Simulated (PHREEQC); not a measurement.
# Hard or scaling water

Dissolve 0.00045 mol CaSO4 and 0.007 mol Na2HPO4 per kg of water at 25 °C. Closed to the air; pH follows from the charge balance.

Model: ion-association model, wateq4f.dat, run in PHREEQC.

No solid was allowed to form.

**Question.** Estimate the pH, ionic strength.

**Answer.** pH 8.60; ionic strength 0.0211 mol/kgw.

**Question.** In which forms is P present?

**Answer.** HPO4-2 92 %, H2PO4- 2.4 %, CaPO4- 2.4 %, CaHPO4 2.2 %, NaHPO4- 1.4 % of the P.

Examples of supersaturated solids here: Hydroxyapatite. Others may be too. H3PO4, which wateq4f.dat lacks, is added to it with the constant of phreeqc.dat.
